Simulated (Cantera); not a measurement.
## Pyrogenic steam for wet oxidation

An isothermal, constant-pressure homogeneous reactor starts with H2 : O2 : N2 = 0.92 : 1 : 4.3 (molar parts), at 1300 K and 0.987 atm.

Model: GRI-Mech 3.0 (53 species, 325 reactions), integrated in Cantera. The temperature is held fixed by assumption; the heat of reaction is taken as removed at once.

| t (s) | x H2 | x O2 | x O | x H2O2 | x H2O | x HO2 | x N2O |
|---|---|---|---|---|---|---|---|
| 4.00e-6 | 0.148 | 0.161 | 1.94e-8 | 1.61e-10 | 6.69e-8 | 4.32e-8 | <1e-12 |
| 1.89e-5 | 0.148 | 0.161 | 3.46e-5 | 6.18e-8 | 0.000183 | 1.26e-5 | 3.92e-11 |
| 8.94e-5 | 0.00277 | 0.0936 | 0.00182 | 5.64e-6 | 0.155 | 5.82e-5 | 1.68e-7 |
| 0.000423 | 9.28e-5 | 0.0937 | 4.64e-5 | 7.68e-7 | 0.159 | 6.76e-6 | 2.28e-7 |
| 0.00200 | 4.09e-6 | 0.0937 | 3.61e-6 | 1.18e-7 | 0.160 | 5.55e-7 | 2.41e-7 |
| 0.00946 | 4.10e-7 | 0.0937 | 5.28e-7 | 2.21e-8 | 0.160 | 8.34e-8 | 2.43e-7 |
| 0.0447 | 8.35e-8 | 0.0937 | 1.13e-7 | 5.25e-9 | 0.160 | 2.91e-8 | 2.24e-7 |
| 0.211 | 4.63e-8 | 0.0937 | 5.57e-8 | 2.74e-9 | 0.160 | 2.59e-8 | 1.44e-7 |
| 1.00 | 4.56e-8 | 0.0937 | 5.46e-8 | 2.68e-9 | 0.160 | 2.58e-8 | 2.92e-8 |
x: mole fraction; the columns are a selection and need not sum to one.

Equilibrium at this temperature and pressure: H2 4.56e-8, O2 0.0936, O 5.45e-8, H2O2 2.68e-9, H2O 0.160, HO2 2.58e-8, N2O 1.67e-8 (gas phase only).
